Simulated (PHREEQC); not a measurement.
**Polishing slurry liquid: speciation**

Make-up at 25 °C: 0.12 mol/kgw K2CO3 and 0.0002 mol/kgw Fe(NO3)3. Closed to the air; pH follows from the charge balance.

Model: ion-association model, phreeqc.dat, run in PHREEQC.

No solid was allowed to form.

Q: What pH, ionic strength does the model give?

A: pH 11.34; ionic strength 0.356 mol/kgw.

Q: In which forms is C present?

A: CO3-2 97 %, HCO3- 3.4 % of the C.

The solution is supersaturated, for example in Fe(OH)3(a), Hematite (slow to form), so a real one may precipitate; this is no full list.
